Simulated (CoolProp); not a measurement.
Vapour-liquid equilibrium of carbon dioxide (1) + n-pentane (2) at -3.95 °C; x and y are mole fractions of (1).

Model: multi-fluid Helmholtz-energy mixture model, Span 1996 and Thol 2019; pair parameters Kunz 2012, in CoolProp.

Problem. Give the bubble pressure and the first vapour's composition at x = 0.05, 0.15, 0.65. Is there an azeotrope?

Solution. x = 0.05: 218.1 kPa, y = 0.905; x = 0.15: 651.0 kPa, y = 0.967; x = 0.65: 2126 kPa, y = 0.990. No azeotrope shows between x = 0.05 and 0.95.

Pair parameters are fitted to limited data, so mixtures are less certain than the pure fluids. The gap from Raoult's law changes sign with composition, which may be real or a fault of the pair parameters; it wasn't checked against measurements.
